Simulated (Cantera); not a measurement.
Source: NASA polynomial tables (part measured, part estimated), evaluated in Cantera. Values are per mole of reaction as written; species without (g) are pure solids or liquids, kept so even where they would boil at 1 bar.

Q: Between 300 and 575 K, where is each reaction favourable under standard conditions?
- 3 TiO(g) + O3(g) ⇌ 3 TiO2

A: 
- 3 TiO(g) + O3(g) ⇌ 3 TiO2: ΔG° is -2903 kJ at 300 K and -2690 kJ at 575 K; it stays negative (K > 1). ΔH° is -3127 kJ and ΔS° -761 J/K at 575 K.
